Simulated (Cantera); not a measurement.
Gas mixture: C2H6 = 0.23 (molar parts), at 0.578 Torr, frozen composition.

Cantera's kinetic-theory transport with the Lennard-Jones parameters of GRI-Mech 3.0, ideal gas; thermal conductivity in the mixture-averaged form. The composition is frozen, though it would react at the higher temperatures.

D: mixture-averaged diffusion coefficient of that species in the mixture.

```json
[
 {"T (K)": "400", "ρ (kg/m³)": "0.000696", "cp (J/kg/K)": "2167", "μ (µPa s)": "12.3", "λ (mW/m/K)": "35.6", "Pr": "0.750", "D (cm²/s) H2": "1240", "D (cm²/s) OH": "494", "D (cm²/s) CH4": "354"},
 {"T (K)": "650", "ρ (kg/m³)": "0.000428", "cp (J/kg/K)": "3147", "μ (µPa s)": "18.6", "λ (mW/m/K)": "77.9", "Pr": "0.752", "D (cm²/s) H2": "2840", "D (cm²/s) OH": "1150", "D (cm²/s) CH4": "844"},
 {"T (K)": "900", "ρ (kg/m³)": "0.000309", "cp (J/kg/K)": "3837", "μ (µPa s)": "23.8", "λ (mW/m/K)": "122", "Pr": "0.748", "D (cm²/s) H2": "4890", "D (cm²/s) OH": "2000", "D (cm²/s) CH4": "1480"},
 {"T (K)": "1150", "ρ (kg/m³)": "0.000242", "cp (J/kg/K)": "4365", "μ (µPa s)": "28.4", "λ (mW/m/K)": "165", "Pr": "0.751", "D (cm²/s) H2": "7360", "D (cm²/s) OH": "3030", "D (cm²/s) CH4": "2250"},
 {"T (K)": "1400", "ρ (kg/m³)": "0.000199", "cp (J/kg/K)": "4736", "μ (µPa s)": "[?]", "λ (mW/m/K)": "[?]", "Pr": "0.749", "D (cm²/s) H2": "[?]", "D (cm²/s) OH": "[?]", "D (cm²/s) CH4": "[?]"},
 {"T (K)": "1650", "ρ (kg/m³)": "0.000169", "cp (J/kg/K)": "5004", "μ (µPa s)": "[?]", "λ (mW/m/K)": "[?]", "Pr": "0.747", "D (cm²/s) H2": "[?]", "D (cm²/s) OH": "[?]", "D (cm²/s) CH4": "[?]"},
 {"T (K)": "1900", "ρ (kg/m³)": "0.000147", "cp (J/kg/K)": "5196", "μ (µPa s)": "40.0", "λ (mW/m/K)": "279", "Pr": "0.745", "D (cm²/s) H2": "16900", "D (cm²/s) OH": "6990", "D (cm²/s) CH4": "5220"}
]
```

Question: Some entries are withheld; supply them.

Answer: 
- 1400, μ (µPa s): 32.6
- 1400, λ (mW/m/K): 206
- 1400, D (cm²/s) H2: 10200
- 1400, D (cm²/s) OH: 4200
- 1400, D (cm²/s) CH4: 3130
- 1650, μ (µPa s): 36.4
- 1650, λ (mW/m/K): 244
- 1650, D (cm²/s) H2: 13400
- 1650, D (cm²/s) OH: 5530
- 1650, D (cm²/s) CH4: 4120
